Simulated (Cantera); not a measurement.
An isothermal, constant-pressure homogeneous reactor starts with 12.6 % H2, 9.71 % O2, 77.7 % N2, at 1323 K and 53000 Pa.

Computed with Cantera and the H2/O2 subset of GRI-Mech 3.0, which has no nitrogen chemistry. The temperature is held fixed by assumption; the heat of reaction is taken as removed at once.

One state of this run: x H2 = 9.00e-6; x O2 = 0.0362; x O = 4.51e-6; x OH = 9.65e-5; x H2O2 = 5.23e-8. x: mole fraction; the columns are a selection and need not sum to one.

### Question
Which value of t (s) does it belong to?
A) 0.00361
B) 0.00850
C) 0.000118
D) 0.000277

### Answer
B, 0.00850
